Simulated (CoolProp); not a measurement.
1000 sccm (0 °C, 1 atm) of nitrogen bubbles through liquid dimethyl carbonate at 289.2 K and leaves saturated at a total pressure of 0.0777 MPa (ideal gas phase). Each further row changes one setting.

Values from CoolProp's reference Helmholtz-energy equation of state, Zhou 2011.

```csv
case,vapour pressure (kPa),mole fraction of vapour,delivery (mg/min),delivery (sccm),change of delivery for a bath 1 K warmer (%)
as stated,4.51,0.0581,248,61.6,6.0
bath temperature 294.2 K,5.91,0.0761,331,82.4,5.9
total pressure 0.155 MPa,4.51,0.0291,120,30.0,5.8
```
